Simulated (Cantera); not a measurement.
Cantera run, input and output.

```python
import numpy as np
import cantera as ct

gas = ct.Solution("gri30.yaml")


def delay(T, t_max=10):
    gas.TPX = T, 32000, {'CH4': 1, 'CO': 0.065, 'O2': 1.45, 'N2': 5.95}
    reactor = ct.IdealGasConstPressureReactor(gas, clone=False)
    net = ct.ReactorNet([reactor])
    net.rtol, net.atol = 1e-8, 1e-16
    while net.time < t_max:
        t_old, T_old = net.time, reactor.T
        net.step()
        if reactor.T > T + 400:  # ignition: a rise of 400 K
            return t_old + (T + 400 - T_old) / (reactor.T - T_old) * (net.time - t_old)
    return np.nan


taus = []
for T in [1250, 1350, 1450, 1550, 1650, 1750, 1850, 1950, 2050, 2150]:
    taus.append(delay(T))
    print(f"T0 = {T:6g} K   tau = {taus[-1]:.4e} s")
```

It prints:

```
T0 =   1250 K   tau = 7.4239e-02 s
T0 =   1350 K   tau = 1.8963e-02 s
T0 =   1450 K   tau = 5.7820e-03 s
T0 =   1550 K   tau = 2.1385e-03 s
T0 =   1650 K   tau = 9.3986e-04 s
T0 =   1750 K   tau = 4.7025e-04 s
T0 =   1850 K   tau = 2.5876e-04 s
T0 =   1950 K   tau = 1.5314e-04 s
T0 =   2050 K   tau = 9.6097e-05 s
T0 =   2150 K   tau = 6.3379e-05 s
```

Detailed kinetics in Cantera: GRI-Mech 3.0 (53 species, 325 reactions).
